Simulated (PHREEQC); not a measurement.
Consider water at 20 °C with 0.24 mmol/kgw CaSO4, 0.55 mmol/kgw Na2HPO4 and 5 mmol/kgw KCl. Closed to the air; pH follows from the charge balance.

Equilibrium calculation in PHREEQC: ion-association model, wateq4f.dat.

No solid was allowed to form.

**Question.** Order these P species by the share of P that they hold, largest first: H2PO4-, CaHPO4, KHPO4-, HPO4-2, CaPO4-.

**Answer.** HPO4-2 (88 %), CaHPO4 (4.3 %), H2PO4- (3.6 %), CaPO4- (3.1 %), KHPO4- (0.60 %)

The pH is 8.50 and the ionic strength 0.00739 mol/kgw. Saturation is exceeded, for instance for Hydroxyapatite; the values hold only as long as no solid forms. H3PO4, which wateq4f.dat lacks, is added to it with the constant of phreeqc.dat.
